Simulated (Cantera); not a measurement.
A closed system holds: 1 mol Ta₂O₅, 2.1 mol CH₄, 0.69 mol H₂, held at 2025 K and 1 atm.

Cantera equilibrium calculation (NASA polynomials, part measured and part estimated; ideal gas, pure solids and liquids). Candidate condensed phases: C, C₆H₆, C₇H₈, C₈H₁₈, H₂O, Ta, TaC, Ta₂O₅; 113 gas species. Mutual solubility and eutectic melting of coexisting phases are not modelled. TaC: taken at fixed stoichiometry. Condensed phases not in the tables: Ta₂C. Equilibrium is a limit: real reactors are often held back by kinetics, nucleation or transport.

Base state: H₂ 0.760, CO 0.233, H₂O 0.00477, H 0.00167, CO₂ 0.000313 (mole fractions); condensed: TaC(s) + Ta₂O₅(s).

### Question
What changes in the equilibrium state with this change: pressure from 1 atm to 0.210 Torr?

### Answer
```csv
species,before,after
H₂,0.760,0.617
CO,0.233,0.285
H,0.00167,0.0903
TaO₂,9.09e-7,0.00577
TaO,5.65e-8,0.00110
OH,1.09e-6,1.93e-5
"TaC(s), mol",0.609,0
"Ta₂O₅(s), mol",0.695,0.559
"Ta(s), mol",0,0.831
```
Condensed phases not in the tables: Ta₂C, N, O or C dissolved in the metal.
